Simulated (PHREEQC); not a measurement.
Make-up at 25 °C: 91 mmol/kgw HF, 0.16 mmol/kgw NH4F and 22 mmol/kgw (NH4)2SiF6. Closed to the air; pH follows from the charge balance.

All values are PHREEQC results (ion-association model, phreeqc.dat), not measurements.

Precipitation was switched off in this run.

Task: Order these F species by the share of F that they hold, largest first: HF, SiF6-2, HF2-, F-.

Result: SiF6-2 (59 %), HF (35 %), F- (3.6 %), HF2- (2.1 %)

The pH is 2.07 and the ionic strength 0.0764 mol/kgw. Complexes and solids missing from the database can't appear. SiF6-2 is the database's only silicon fluoride.
